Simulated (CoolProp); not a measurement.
A single-stage vapour-compression cycle with ethylene: evaporating at 197.15 K (dew point), condensing at 243.15 K (bubble point), superheat 0 K, subcooling 8 K, compressor efficiency 0.85, no pressure losses. Each further row changes one setting.

Model: reference Helmholtz-energy equation of state, Smukala 2000, in CoolProp.

```
case                              cooling COP  pressure ratio  discharge temperature (K)  refrigerating effect (kJ/kg)  volumetric capacity (kJ/m³)
--------------------------------  -----------  --------------  -------------------------  ----------------------------  ---------------------------
as stated                                2.90            4.79                      294.9                           336                         2550
evaporating temperature 202.15 K         3.42            3.90                      287.6                           339                         3130
condensing temperature 238.15 K          3.36            4.16                      285.2                           350                         2660
subcooling 13 K                          3.02            4.79                      294.9                           350                         2660
superheat 10 K                           2.84            4.79                      307.3                           350                         2490
compressor efficiency 0.75               2.55            4.79                      303.6                           336                         2550
```
